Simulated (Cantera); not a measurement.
A Cantera script and what it prints.

```python
import numpy as np
import cantera as ct

gas_names = """
    B BF BF2 BF3 BH BHF2 BH2 BH3 BN B2 F F2 H HF H2 H2F2 H3F3 H4F4 H5F5 H6F6 H7F7 N NF NF2 NF3 NH NH2
    NH3 N2 N2H2 N2H4
""".split()
cond_names = """
    B(b) B(L) BN(s)
""".split()


# ... load() reads the species with a 1 bar reference pressure and builds the phases ...
atoms = {
    'BN': {'B': 1, 'N': 1},
    'F2': {'F': 2},
    'H2': {'H': 2},
}
top_T = {'BN(s)': 3200}  # K; cautious upper limits of use, not melting points


# ... equilibrate(T, P, feed) seeds the gas with the atoms and calls Mixture.equilibrate('TP', solver="vcs", rtol=1e-11, max_steps=5000) ...
results = []
P = 13332.2  # Pa
for T in [850, 950, 1050, 1150, 1250, 1350, 1450, 1550, 1650, 1750, 1850, 1950, 2050]:
    for m in [1.3, 1.5, 1.7, 1.9, 2.2, 2.5, 2.8, 3.2, 3.7, 4.2, 4.7, 5.4]:
        feed = {'BN': 1, 'F2': m, 'H2': 52}  # mol
        mix = equilibrate(T, P, feed)
        results.append((T, P, feed, dict(zip(mix.species_names, mix.species_moles))))

for T, P, feed, n in results:
    print(f"{T:7g} {feed['F2']:10.4g}  " + (" + ".join(c for c in cond_names if n.get(c, 0) > 1e-12) or "gas only"))
```

Result:

```
    850        1.3  BN(s)
    850        1.5  BN(s)
    850        1.7  gas only
    850        1.9  gas only
    850        2.2  gas only
    850        2.5  gas only
    850        2.8  gas only
    850        3.2  gas only
    850        3.7  gas only
    850        4.2  gas only
    850        4.7  gas only
    850        5.4  gas only
    950        1.3  BN(s)
    950        1.5  BN(s)
    950        1.7  gas only
    950        1.9  gas only
    950        2.2  gas only
    950        2.5  gas only
    950        2.8  gas only
    950        3.2  gas only
    950        3.7  gas only
    950        4.2  gas only
    950        4.7  gas only
    950        5.4  gas only
   1050        1.3  BN(s)
   1050        1.5  BN(s)
   1050        1.7  gas only
   1050        1.9  gas only
   1050        2.2  gas only
   1050        2.5  gas only
   1050        2.8  gas only
   1050        3.2  gas only
   1050        3.7  gas only
   1050        4.2  gas only
   1050        4.7  gas only
   1050        5.4  gas only
   1150        1.3  BN(s)
   1150        1.5  BN(s)
   1150        1.7  gas only
   1150        1.9  gas only
   1150        2.2  gas only
   1150        2.5  gas only
   1150        2.8  gas only
   1150        3.2  gas only
   1150        3.7  gas only
   1150        4.2  gas only
   1150        4.7  gas only
   1150        5.4  gas only
   1250        1.3  BN(s)
   1250        1.5  BN(s)
   1250        1.7  BN(s)
   1250        1.9  gas only
   1250        2.2  gas only
   1250        2.5  gas only
   1250        2.8  gas only
   1250        3.2  gas only
   1250        3.7  gas only
   1250        4.2  gas only
   1250        4.7  gas only
   1250        5.4  gas only
   1350        1.3  BN(s)
   1350        1.5  BN(s)
   1350        1.7  BN(s)
   1350        1.9  gas only
   1350        2.2  gas only
   1350        2.5  gas only
   1350        2.8  gas only
   1350        3.2  gas only
   1350        3.7  gas only
   1350        4.2  gas only
   1350        4.7  gas only
   1350        5.4  gas only
   1450        1.3  BN(s)
   1450        1.5  BN(s)
   1450        1.7  BN(s)
   1450        1.9  gas only
   1450        2.2  gas only
   1450        2.5  gas only
   1450        2.8  gas only
   1450        3.2  gas only
   1450        3.7  gas only
   1450        4.2  gas only
   1450        4.7  gas only
   1450        5.4  gas only
   1550        1.3  BN(s)
   1550        1.5  BN(s)
   1550        1.7  BN(s)
   1550        1.9  gas only
   1550        2.2  gas only
   1550        2.5  gas only
   1550        2.8  gas only
   1550        3.2  gas only
   1550        3.7  gas only
   1550        4.2  gas only
   1550        4.7  gas only
   1550        5.4  gas only
   1650        1.3  BN(s)
   1650        1.5  BN(s)
   1650        1.7  BN(s)
   1650        1.9  gas only
   1650        2.2  gas only
   1650        2.5  gas only
   1650        2.8  gas only
   1650        3.2  gas only
   1650        3.7  gas only
   1650        4.2  gas only
   1650        4.7  gas only
   1650        5.4  gas only
   1750        1.3  BN(s)
   1750        1.5  BN(s)
   1750        1.7  gas only
   1750        1.9  gas only
   1750        2.2  gas only
   1750        2.5  gas only
   1750        2.8  gas only
   1750        3.2  gas only
   1750        3.7  gas only
   1750        4.2  gas only
   1750        4.7  gas only
   1750        5.4  gas only
   1850        1.3  BN(s)
   1850        1.5  gas only
   1850        1.7  gas only
   1850        1.9  gas only
   1850        2.2  gas only
   1850        2.5  gas only
   1850        2.8  gas only
   1850        3.2  gas only
   1850        3.7  gas only
   1850        4.2  gas only
   1850        4.7  gas only
   1850        5.4  gas only
   1950        1.3  gas only
   1950        1.5  gas only
   1950        1.7  gas only
   1950        1.9  gas only
   1950        2.2  gas only
   1950        2.5  gas only
   1950        2.8  gas only
   1950        3.2  gas only
   1950        3.7  gas only
   1950        4.2  gas only
   1950        4.7  gas only
   1950        5.4  gas only
   2050        1.3  gas only
   2050        1.5  gas only
   2050        1.7  gas only
   2050        1.9  gas only
   2050        2.2  gas only
   2050        2.5  gas only
   2050        2.8  gas only
   2050        3.2  gas only
   2050        3.7  gas only
   2050        4.2  gas only
   2050        4.7  gas only
   2050        5.4  gas only
```

Cantera equilibrium calculation (NASA polynomials, part measured and part estimated; ideal gas, pure solids and liquids). The tables' values for BF2 are old estimates.
